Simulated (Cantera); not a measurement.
Input: 1 mol Si(CH3)4, 0.037 mol C2H4, 25 mol H2, at 1873 K and 0.100 bar.

Equilibrium computed with Cantera from the NASA thermochemical tables; the gas is ideal and each condensed phase is pure. Candidate condensed phases: C, C6H6, C7H8, C8H18, Si, SiC; 87 gas species. Kinetics and transport are ignored.

Base state: H2 0.998, H 0.00204, C2H2 (acetylene) 0.000311, CH4 6.07e-5 (mole fractions); condensed: C(graphite) + SiC(s).

Q: What changes in the equilibrium state with this change: Si(CH3)4 replaced by SiCl4?

A: 
| species | before | after |
|---|---|---|
| H2 | 0.998 | 0.878 |
| HCl | 0 | 0.0921 |
| SiCl2 | 0 | 0.0271 |
| SiCl3 | 0 | 0.000312 |
| SiCl | 0 | 0.000157 |
| Cl | 0 | 0.000152 |
| C(graphite), mol | 3.05 | 0 |
| SiC(s), mol | 1.000 | 0.0739 |
| Si(l), mol | 0 | 0.174 |
Mutual solubility and eutectic melting of coexisting phases are not modelled. The tables' values for SiCl3, SiCl are old estimates; treat these amounts as uncertain. Gases not in the tables: Si2H6 and higher silanes.

Q: What changes in the equilibrium state with this change: pressure from 0.100 bar to 3.90 mbar?

A: 
```tsv
species	before	after
H2	0.998	0.989
H	0.00204	0.0103
C2H2 (acetylene)	0.000311	0.000309
Si	2.93e-6	7.51e-5
CH4	6.07e-5	2.33e-6
C(graphite), mol	3.05	3.06
SiC(s), mol	1.000	0.997
```
